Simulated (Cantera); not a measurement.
**Adiabatic ignition**

An adiabatic, constant-volume homogeneous reactor starts with CO : H2 : CH4 : O2 : N2 = 1 : 0.051 : 0.068 : 0.727 : 7.27 (molar parts), equivalence ratio 0.91, at 1250 K and 4.93 atm.

Detailed kinetics in Cantera: GRI-Mech 3.0 (53 species, 325 reactions).

| t (s) | T (K) | P (bar) | x CO | x H2 | x CH4 | x CH2CO | x O | x O2 | x NO |
|---|---|---|---|---|---|---|---|---|---|
| 2.00e-6 | 1250 | 5.00 | 0.110 | 0.00559 | 0.00746 | <1e-12 | 5.96e-9 | 0.0797 | <1e-12 |
| 7.29e-6 | 1250 | 5.00 | 0.110 | 0.00559 | 0.00746 | <1e-12 | 1.48e-8 | 0.0797 | <1e-12 |
| 2.65e-5 | 1250 | 5.00 | 0.110 | 0.00559 | 0.00746 | 1.26e-11 | 5.20e-8 | 0.0797 | <1e-12 |
| 9.67e-5 | 1251 | 5.00 | 0.110 | 0.00557 | 0.00738 | 4.65e-8 | 4.39e-6 | 0.0796 | 3.11e-12 |
| 0.000352 | 2384 | 9.08 | 0.0169 | 0.000513 | <1e-12 | <1e-12 | 0.000920 | 0.0152 | 0.000226 |
| 0.00128 | 2453 | 9.30 | 0.00996 | 0.000297 | <1e-12 | <1e-12 | 0.000410 | 0.0117 | 0.000899 |
| 0.00468 | 2449 | 9.28 | 0.0100 | 0.000299 | <1e-12 | <1e-12 | 0.000386 | 0.0109 | 0.00248 |
| 0.0170 | 2443 | 9.26 | 0.0101 | 0.000303 | <1e-12 | <1e-12 | 0.000360 | 0.0101 | 0.00435 |
| 0.0620 | 2442 | 9.26 | 0.0101 | 0.000304 | <1e-12 | <1e-12 | 0.000356 | 0.00994 | 0.00467 |
| 0.226 | 2442 | 9.26 | 0.0101 | 0.000304 | <1e-12 | <1e-12 | 0.000356 | 0.00994 | 0.00467 |
| 0.823 | 2442 | 9.26 | 0.0101 | 0.000304 | <1e-12 | <1e-12 | 0.000356 | 0.00994 | 0.00467 |
| 3.00 | 2442 | 9.26 | 0.0101 | 0.000304 | <1e-12 | <1e-12 | 0.000356 | 0.00994 | 0.00467 |
x: mole fraction; the columns are a selection and need not sum to one.

```yaml
time_of_steepest_temperature_rise: 0.213 ms
temperature at 3.00 s: 2442 K
equilibrium_temperature: 2442 K
x(CO) at 3.00 s: 0.0101 (gas-phase equilibrium 0.0101)
x(H2) at 3.00 s: 0.000304 (gas-phase equilibrium 0.000304)
x(CH4) at 3.00 s: <1e-12 (gas-phase equilibrium <1e-12)
```
